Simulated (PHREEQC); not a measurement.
Solution (20 °C): 0.023 mol/kgw KOH, 0.31 mol/kgw Cd(NO3)2 and 0.00047 mol/kgw HBr. Closed to the air; pH follows from the charge balance.

Equilibrium calculation in PHREEQC: ion-association model, wateq4f.dat.

Precipitation was switched off in this run.

Problem. Order these Cd species by the share of Cd that they hold, largest first: Cd+2, CdOH+, CdBr+, CdNO3+, Cd2OH+3.

Solution. Cd+2 (62 %), CdNO3+ (25 %), Cd2OH+3 (11 %), CdOH+ (1.8 %), CdBr+ (0.14 %)

The pH is 9.06 and the ionic strength 0.785 mol/kgw. The solution is supersaturated, for example in Cd(OH)2, so a real one may precipitate; this is no full list. Caution: at this ionic strength the ion-association model is outside its range; a Pitzer model would be the better tool where its parameters exist.
